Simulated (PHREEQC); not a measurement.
Ultrapure water in contact with air or piping: an equilibrium model

A made-up water analysis in mg/L, 20 °C, pH 6.65, pe 9.5: Na 0.136; K 0.00327; Ca 0.15; Mg 0.0471; Cl 0.14; S(6) as SO4 0.313; Alkalinity as HCO3 0.439; Cu(2) 0.000207; Si as SiO2 0.0195; O(0) (dissolved oxygen) 0.00946.

Valence states are taken as typed.

All values are PHREEQC results (ion-association model, wateq4f.dat), not measurements.

Each row changes one thing in this solution. No solid was allowed to form.

```csv
case,CO2 (mol/kgw),Cu+2 (mol/kgw),CaSO4 (mol/kgw),CO3-2 (mol/kgw),Cu(OH)2 (mol/kgw),H3SiO4- (mol/kgw),SI of Quartz (SiO2)
as made,3.96e-6,2.23e-9,2.21e-9,1.41e-9,9.07e-10,1.80e-10,-2.43
temperature from 20 to 25 °C at the same typed pH,3.69e-6,2.23e-9,2.31e-9,1.57e-9,9.06e-10,2.15e-10,-2.51
K from 0.00327 to 0.00163 mg/L,3.96e-6,2.23e-9,2.21e-9,1.41e-9,9.07e-10,1.80e-10,-2.43
pH from 6.65 to 6.95 at the same alkalinity,1.94e-6,1.19e-9,2.21e-9,2.76e-9,1.94e-9,3.58e-10,-2.43
```

The database's constant for dissolved Cu(OH)2 is higher than later reviews accept.
